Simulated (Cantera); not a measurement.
A closed system holds: 1 mol Hg, 0.045 mol O2, 0.5 mol N2, 2.1 mol H2, equilibrated at 1 atm.

Equilibrium computed with Cantera from the NASA thermochemical tables; the gas is ideal and each condensed phase is pure. Candidate condensed phases: H2O, Hg, HgO; 25 gas species. Equilibrium is a limit: real reactors are often held back by kinetics, nucleation or transport.

x: gas mole fraction; n: condensed amount in mol.

```tsv
T (K)	x H2	x Hg	x N2	x NH3	x H2O	x H	n Hg(l)
498	0.681	0.0484	0.160	0.0757	0.0356	<1e-12	0.878
598	0.552	0.280	0.137	0.00661	0.0252	<1e-12	0
698	0.557	0.278	0.138	0.00151	0.0250	<1e-12	0
798	0.558	0.278	0.139	0.000480	0.0250	(withheld)	0
898	0.558	0.278	0.139	0.000194	0.0250	(withheld)	0
998	0.558	0.278	0.139	9.29e-5	0.0250	(withheld)	0
1098	0.558	0.278	0.139	5.06e-5	0.0250	(withheld)	0
1198	0.558	0.278	0.139	3.04e-5	0.0250	(withheld)	0
1298	0.558	0.278	0.139	1.97e-5	0.0250	(withheld)	0
1398	0.558	0.278	0.139	1.36e-5	0.0250	(withheld)	0
```

Q: Complete the blanks.

A: 
- 798, x H: 1.98e-12
- 898, x H: 8.12e-11
- 998, x H: 1.60e-9
- 1098, x H: 1.84e-8
- 1198, x H: 1.41e-7
- 1298, x H: 7.95e-7
- 1398, x H: 3.51e-6
